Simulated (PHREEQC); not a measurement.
A PHREEQC speciation (ion-association model, wateq4f.dat) at 25 °C gives pH 2.48 and these molalities:

| species | mol/kgw |
|---|---|
| CuSO4 | 0.156 |
| Cu+2 | 0.140 |
| SO4-2 | 0.131 |
| HF | 0.0287 |
| HSO4- | 0.0127 |
| F- | 0.0104 |
| CuF+ | 0.00541 |
| H+ | 0.00441 |
| Cl- | 0.00257 |
| H2F2 | 0.00244 |
| HF2- | 0.00130 |
| CuCl+ | 0.000231 |
| CuOH+ | 1.56e-7 |

**Question.** What are the element totals, and what could have been dissolved in 1 kg of water to give them?

**Answer.** Several could match; the one computed here: totals Cl 0.00280, Cu(2) 0.301, F 0.0520, S(6) 0.300 mol/kgw, from 0.052 mol HF, 0.3 mol CuSO4 and 0.0014 mol CuCl2 per kg of water.

Precipitation was switched off in this run. Species that the database lacks are ignored. wateq4f.dat counts part of the HF as a dimer, H2F2, which phreeqc.dat doesn't know; its constant is uncertain.
